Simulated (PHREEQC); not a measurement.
Solution (20 °C): 0.0077 mol NH4HF2, 0.00015 mol (NH4)2SiF6 and 0.033 mol HBF4 per kg of water. Closed to the air; pH follows from the charge balance.

All values are PHREEQC results (ion-association model, phreeqc.dat), not measurements.

```tsv
quantity	before	after
pH	1.65	1.57
ionic strength (mol/kgw)	0.0340	0.0321
HF (mol/kgw)	0.0161	0.00917
BF3OH- (mol/kgw)	0.000663	0.00109
F- (mol/kgw)	0.000628	0.000297
H3BO3 (mol/kgw)	0.000154	0.00165
SI of Quartz (SiO2)	-4.17	-2.54
```

Question: Which change was made?
A) HBF4 from 0.033 to 0.0297 mol/kgw
B) (NH4)2SiF6 from 0.00015 to 0.000135 mol/kgw
C) diluted 2-fold with water
D) NH4HF2 from 0.0077 to 0.00077 mol/kgw
E) 0.0032 mol/kgw KCl added

Answer: D, NH4HF2 from 0.0077 to 0.00077 mol/kgw

No solid was allowed to form. SiF6-2 is the database's only silicon fluoride. Real BF4- forms and hydrolyses slowly; the run takes it at equilibrium.
